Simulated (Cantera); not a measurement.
## Equilibrium for fluorocarbon and chlorocarbon gases: CHF₃ + H₂

Charge: 1 mol CHF₃, 2 mol H₂, equilibrated at 2300 Pa.

Method: chemical equilibrium by Gibbs-energy minimisation in Cantera with the NASA 1993 tables (ideal gas, pure condensed phases). Candidate condensed phases: C, C₆H₆, C₇H₈, C₈H₁₈; 95 gas species. Equilibrium is a limit: real reactors are often held back by kinetics, nucleation or transport.

From 1427 °C to 2777 °C the condensed part is C(graphite). At 2927 °C nothing is condensed. The main C-bearing gas is C₂H₂ (acetylene) at 1427 °C and C₃ at 2927 °C. The share of C in condensed phases is highest at 1427 °C (100.0 %) and lowest at 2927 °C (0.0 %).

```json
[
 {"T (°C)": "1427", "log p HF": "-1.76", "log p H": "-4.95", "log p H₂": "-2.24", "log p C₃": "<-13", "log p F": "-8.48", "log p C": "<-13", "n C(graphite)": "1.000"},
 {"T (°C)": "1577", "log p HF": "-1.76", "log p H": "-4.39", "log p H₂": "-2.24", "log p C₃": "-12.30", "log p F": "-7.58", "log p C": "-12.03", "n C(graphite)": "0.999"},
 {"T (°C)": "1727", "log p HF": "-1.76", "log p H": "-3.91", "log p H₂": "-2.25", "log p C₃": "-10.56", "log p F": "-6.82", "log p C": "-10.52", "n C(graphite)": "0.998"},
 {"T (°C)": "1877", "log p HF": "-1.77", "log p H": "-3.50", "log p H₂": "-2.26", "log p C₃": "-9.07", "log p F": "-6.15", "log p C": "-9.21", "n C(graphite)": "0.996"},
 {"T (°C)": "2027", "log p HF": "-1.77", "log p H": "-3.15", "log p H₂": "-2.28", "log p C₃": "-7.78", "log p F": "-5.57", "log p C": "-8.08", "n C(graphite)": "0.992"},
 {"T (°C)": "2177", "log p HF": "-1.78", "log p H": "-2.85", "log p H₂": "-2.32", "log p C₃": "-6.65", "log p F": "-5.05", "log p C": "-7.08", "n C(graphite)": "0.984"},
 {"T (°C)": "2327", "log p HF": "-1.79", "log p H": "-2.61", "log p H₂": "-2.38", "log p C₃": "-5.65", "log p F": "-4.58", "log p C": "-6.20", "n C(graphite)": "0.972"},
 {"T (°C)": "2477", "log p HF": "-1.81", "log p H": "-2.41", "log p H₂": "-2.49", "log p C₃": "-4.77", "log p F": "-4.15", "log p C": "-5.42", "n C(graphite)": "0.947"},
 {"T (°C)": "2627", "log p HF": "-1.83", "log p H": "-2.26", "log p H₂": "-2.65", "log p C₃": "-3.99", "log p F": "-3.74", "log p C": "-4.72", "n C(graphite)": "0.867"},
 {"T (°C)": "2777", "log p HF": "-1.87", "log p H": "-2.17", "log p H₂": "-2.86", "log p C₃": "-3.28", "log p F": "-3.34", "log p C": "-4.09", "n C(graphite)": "0.509"},
 {"T (°C)": "2927", "log p HF": "-1.94", "log p H": "-2.10", "log p H₂": "-3.11", "log p C₃": "-2.98", "log p F": "-2.99", "log p C": "-3.63", "n C(graphite)": "0"}
]
```
log p: log10 of the partial pressure in bar; n: condensed amount in mol.
